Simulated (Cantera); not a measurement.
Charge: 1 mol AlI₃, 46 mol H₂O, 85 mol N₂, at 0.000230 bar.

Method: chemical equilibrium by Gibbs-energy minimisation in Cantera with the NASA 1993 tables (ideal gas, pure condensed phases). Candidate condensed phases: Al, AlI₃, AlN, Al₂O₃, H₂O, I₂; 41 gas species. Rates play no part. All values below are at 1277 °C.

Base state: N₂ 0.634, H₂O 0.332, I 0.0223, H₂ 0.0113, H 0.000220, OH 0.000218, HI 9.55e-5, O₂ 4.92e-5 (mole fractions); condensed: Al₂O₃(s).

What changes in the equilibrium state with this change: AlI₃ replaced by Al?


```tsv
species	before	after
N₂	0.634	0.649
H₂O	0.332	0.339
H₂	0.0113	0.0116
I	0.0223	0
HI	9.55e-5	0
H	0.000220	0.000223
OH	0.000218	0.000220
O₂	4.92e-5	4.88e-5
Al₂O₃(s), mol	0.500	0.500
```
